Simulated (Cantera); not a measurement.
Feed: 1 mol Si₃N₄, 0.0017 mol H₂O, 840 mol N₂, held at 170 Pa.

Cantera equilibrium calculation (NASA polynomials, part measured and part estimated; ideal gas, pure solids and liquids). Candidate condensed phases: H₂O, Si, SiO₂, Si₂N₂O, Si₃N₄; 35 gas species. The tables' values for SiN are old estimates; treat these amounts as uncertain. The numbers say what is thermodynamically allowed, not how fast it happens. All values below are at 1798 K.

Base state: N₂ 0.998, Si 0.00181, Si₂N 5.37e-5, SiN 3.33e-5, Si₂ 1.09e-5 (mole fractions); condensed: Si(l).

Task: What changes in the equilibrium state with this change: pressure from 170 Pa to 100000 Pa?

Result: 
| species | before | after |
|---|---|---|
| N₂ | 0.998 | 1.000 |
| Si | 0.00181 | 1.29e-7 |
| SiN | 3.33e-5 | 5.73e-8 |
| Si₂N | 5.37e-5 | 3.85e-9 |
| Si₂ | 1.09e-5 | <1e-9 |
| Si(l), mol | 1.32 | 0 |
| Si₃N₄(s), mol | 0 | 0.999 |
